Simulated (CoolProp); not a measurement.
The fluid at 293.15 K and 3.88 MPa expands adiabatically to 0.269 MPa with isentropic efficiency 0.85. The same conditions are run with several fluids, on thermodynamics alone (safety and materials aside).

Computed with CoolProp (reference Helmholtz-energy equation of state of each fluid (nitrous oxide: Lemmon 2006; methane: Setzmann 1991; oxygen: Schmidt 1985; ethylene: Smukala 2000)).

| fluid | work (kJ/kg) | final temperature (K) | final phase | final density (kg/m³) |
|---|---|---|---|---|
| nitrous oxide | 78.4 | 202.9 | two-phase, vapour fraction 0.863 | 8.58 |
| methane | [?] | 167.0 | gas | [?] |
| oxygen | [?] | [?] | gas | [?] |
| ethylene | 118 | [?] | [?] | 5.74 |

Task: Complete the blanks.

Result: 
- methane, work (kJ/kg): 235
- methane, final density (kg/m³): 3.20
- oxygen, work (kJ/kg): 117
- oxygen, final temperature (K): 156.8
- oxygen, final density (kg/m³): 6.72
- ethylene, final temperature (K): 188.0
- ethylene, final phase: two-phase, vapour fraction 0.900
